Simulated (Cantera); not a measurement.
Input (Python, Cantera) and output of one run.

```python
import numpy as np
import cantera as ct

gas_names = """
    CL CL2 H HCL H2 Si SiCL SiCL2 SiCL3 SiCL4 SiH SiHCL3 SiH2 SiH2CL2 SiH3 SiH3CL SiH4 Si2 Si3
""".split()
cond_names = """
    Si(cr) Si(L)
""".split()


def load(file, names, dense=False):
    # The tables refer to 1 bar. Condensed volumes are neglected.
    table = {s.name: s for s in ct.Species.list_from_file(file)}
    out = []
    for n in names:
        d = dict(table[n].input_data)
        d["thermo"] = dict(d["thermo"], **{"reference-pressure": 1e5})
        if dense:
            d["equation-of-state"] = {"model": "constant-volume", "density": "1e6 g/cm^3"}
        out.append(ct.Species.from_dict(d))
    return out


gas = ct.Solution(thermo="ideal-gas", species=load("nasa_gas.yaml", gas_names))
cond = {s.name: ct.Solution(thermo="fixed-stoichiometry", species=[s], name=s.name)
        for s in load("nasa_condensed.yaml", cond_names, dense=True)}
atoms = {
    'SiH2Cl2': {'Si': 1, 'H': 2, 'CL': 2},
    'H2': {'H': 2},
}
top_T = {}  # K; cautious upper limits of use, not melting points


def equilibrate(T, P, feed):
    n = {}
    for name, mol in feed.items():
        for a, k in atoms[name].items():
            n[a] = n.get(a, 0.0) + k * mol
    gas.TPX = T, P, n
    mass = sum(n.values()) * gas.mean_molecular_weight
    gas.equilibrate("TP")
    valid = [c for c in cond.values() if c.min_temp <= T <= top_T.get(c.name, c.max_temp)]
    mix = ct.Mixture([(gas, mass / gas.mean_molecular_weight)] + [(c, 0.0) for c in valid])
    mix.T, mix.P = T, P
    mix.equilibrate("TP", solver="vcs", rtol=1e-11, max_steps=5000)
    return mix


results = []
feed = {'SiH2Cl2': 1, 'H2': 33}  # mol
P = 930  # Pa
for T in [800, 875, 950, 1025, 1100, 1175, 1250, 1325, 1400, 1475, 1550]:
    mix = equilibrate(T, P, feed)
    results.append((T, P, feed, dict(zip(mix.species_names, mix.species_moles))))

top = {s: max(r[3][s] / sum(r[3][g] for g in gas_names) for r in results) for s in gas_names}
cols = sorted((s for s in top if top[s] > 1e-05), key=lambda s: -top[s])[:5]
seen = [c for c in cond_names if any(r[3].get(c, 0) > 1e-12 for r in results)]
print("log10 of partial pressures in bar; condensed amounts in mol")
print(f"{'T/K':>10s}" + "".join(f"{s[:9]:>10s}" for s in cols + seen))
for T, P, feed, n in results:
    ng = sum(n[g] for g in gas_names)
    print(f"{T:10.4g}" + "".join(f"{np.log10(max(n[s] / ng * P / 1e5, 1e-99)):10.3f}" for s in cols)
          + "".join(f"{n.get(c, 0):10.4g}" for c in seen))
```

It prints:

```
log10 of partial pressures in bar; condensed amounts in mol
       T/K        H2       HCL     SiCL4     SiCL2    SiHCL3    Si(cr)
       800    -2.039    -4.610    -3.991    -7.170    -4.463    0.4887
       875    -2.040    -4.221    -4.024    -6.297    -4.503     0.523
       950    -2.043    -3.907    -4.098    -5.587    -4.572    0.5814
      1025    -2.046    -3.664    -4.252    -5.030    -4.700    0.6602
      1100    -2.050    -3.496    -4.552    -4.634    -4.937    0.7368
      1175    -2.053    -3.412    -5.058    -4.412    -5.326    0.7807
      1250    -2.054    -3.386    -5.697    -4.317    -5.814    0.7909
      1325    -2.054    -3.382    -6.342    -4.272    -6.304    0.7871
      1400    -2.054    -3.384    -6.938    -4.245    -6.758    0.7797
      1475    -2.054    -3.388    -7.479    -4.224    -7.169    0.7717
      1550    -2.054    -3.392    -7.970    -4.207    -7.542    0.7639
```

Equilibrium computed with Cantera from the NASA thermochemical tables; the gas is ideal and each condensed phase is pure. The tables' values for SiCl3 are old estimates; treat these amounts as uncertain.
